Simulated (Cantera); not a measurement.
What does this Cantera script print?

```python
import numpy as np
import cantera as ct

gas_names = """
    H HO2 H2 H2O H2O2 H2S H2SO4 O OH O2 O3 S SH SO SO2 SO3 S2 S2O S8
""".split()
cond_names = """
    H2O(s) H2O(L) H2SO4(L) S(cr1) S(cr2) S(L)
""".split()


# ... load() reads the species with a 1 bar reference pressure and builds the phases ...
atoms = {
    'S': {'S': 1},
    'H2O': {'H': 2, 'O': 1},
    'O2': {'O': 2},
}
top_T = {}  # K; cautious upper limits of use, not melting points


# ... equilibrate(T, P, feed) seeds the gas with the atoms and calls Mixture.equilibrate('TP', solver="vcs", rtol=1e-11, max_steps=5000) ...
results = []
feed = {'S': 1, 'H2O': 3.5, 'O2': 1}  # mol
P = 1333.22  # Pa
for T in [1148, 1248, 1348, 1448, 1548, 1648, 1748, 1848, 1948, 2048, 2148, 2248, 2348, 2448]:
    mix = equilibrate(T, P, feed)
    results.append((T, P, feed, dict(zip(mix.species_names, mix.species_moles))))
    x = sorted(zip(gas.X, gas.species_names), reverse=True)
    print(f"T = {T:g} K  P = {P:g} Pa  gas = {mix.phase_moles(0):.4g} mol")
    print("   x: " + "  ".join(f"{s} {v:.3e}" for v, s in x if v > 1e-05))
    print("   condensed (mol): " + ("  ".join(f"{mix.phase(i).name} {mix.phase_moles(i):.4g}"
          for i in range(1, mix.n_phases) if mix.phase_moles(i) > 1e-12) or "none"))
```

Result:

```
T = 1148 K  P = 1333.22 Pa  gas = 4.5 mol
   x: H2O 7.778e-01  SO2 2.222e-01  H2 1.909e-05  SO3 1.484e-05
   condensed (mol): none
T = 1248 K  P = 1333.22 Pa  gas = 4.5 mol
   x: H2O 7.777e-01  SO2 2.222e-01  H2 5.402e-05  SO3 1.881e-05  O2 1.713e-05
   condensed (mol): none
T = 1348 K  P = 1333.22 Pa  gas = 4.5 mol
   x: H2O 7.775e-01  SO2 2.222e-01  H2 1.606e-04  O2 6.860e-05  OH 1.980e-05  SO3 1.889e-05
   condensed (mol): none
T = 1448 K  P = 1333.22 Pa  gas = 4.501 mol
   x: H2O 7.771e-01  SO2 2.221e-01  H2 4.362e-04  O2 2.017e-04  OH 7.070e-05  SO 1.994e-05  SO3 1.793e-05
   condensed (mol): none
T = 1548 K  P = 1333.22 Pa  gas = 4.503 mol
   x: H2O 7.761e-01  SO2 2.220e-01  H2 1.058e-03  O2 5.010e-04  OH 2.125e-04  SO 6.391e-05  SO3 1.692e-05
   condensed (mol): none
T = 1648 K  P = 1333.22 Pa  gas = 4.506 mol
   x: H2O 7.741e-01  SO2 2.217e-01  H2 2.315e-03  O2 1.105e-03  OH 5.574e-04  SO 1.783e-04  H 3.711e-05  SO3 1.603e-05
   condensed (mol): none
T = 1748 K  P = 1333.22 Pa  gas = 4.513 mol
   x: H2O 7.701e-01  SO2 2.211e-01  H2 4.629e-03  O2 2.221e-03  OH 1.307e-03  SO 4.420e-04  H 1.346e-04  O 2.993e-05  SO3 1.526e-05
   condensed (mol): none
T = 1848 K  P = 1333.22 Pa  gas = 4.526 mol
   x: H2O 7.631e-01  SO2 2.199e-01  H2 8.563e-03  O2 4.130e-03  OH 2.785e-03  SO 9.908e-04  H 4.249e-04  O 1.054e-04  SO3 1.457e-05
   condensed (mol): none
T = 1948 K  P = 1333.22 Pa  gas = 4.549 mol
   x: H2O 7.512e-01  SO2 2.178e-01  H2 1.479e-02  O2 7.186e-03  OH 5.468e-03  SO 2.037e-03  H 1.190e-03  O 3.261e-04  SO3 1.391e-05
   condensed (mol): none
T = 2048 K  P = 1333.22 Pa  gas = 4.588 mol
   x: H2O 7.323e-01  SO2 2.140e-01  H2 2.402e-02  O2 1.178e-02  OH 9.979e-03  SO 3.878e-03  H 3.006e-03  O 9.016e-04  S 2.276e-05  SO3 1.321e-05
   condensed (mol): none
T = 2148 K  P = 1333.22 Pa  gas = 4.651 mol
   x: H2O 7.036e-01  SO2 2.080e-01  H2 3.684e-02  O2 1.830e-02  OH 1.704e-02  H 6.928e-03  SO 6.894e-03  O 2.259e-03  S 6.931e-05  SH 1.900e-05  SO3 1.241e-05
   condensed (mol): none
T = 2248 K  P = 1333.22 Pa  gas = 4.752 mol
   x: H2O 6.620e-01  SO2 1.987e-01  H2 5.343e-02  OH 2.730e-02  O2 2.697e-02  H 1.471e-02  SO 1.149e-02  O 5.184e-03  S 1.900e-04  SH 4.377e-05  SO3 1.142e-05
   condensed (mol): none
T = 2348 K  P = 1333.22 Pa  gas = 4.911 mol
   x: H2O 6.045e-01  SO2 1.851e-01  H2 7.322e-02  OH 4.107e-02  O2 3.769e-02  H 2.894e-02  SO 1.799e-02  O 1.098e-02  S 4.737e-04  SH 9.189e-05  SO3 1.019e-05
   condensed (mol): none
T = 2448 K  P = 1333.22 Pa  gas = 5.153 mol
   x: H2O 5.293e-01  SO2 1.663e-01  H2 9.446e-02  OH 5.788e-02  H 5.299e-02  O2 4.978e-02  SO 2.643e-02  O 2.155e-02  S 1.083e-03  SH 1.762e-04  S2 1.272e-05
   condensed (mol): none
```

Method: chemical equilibrium by Gibbs-energy minimisation in Cantera with the NASA 1993 tables (ideal gas, pure condensed phases).
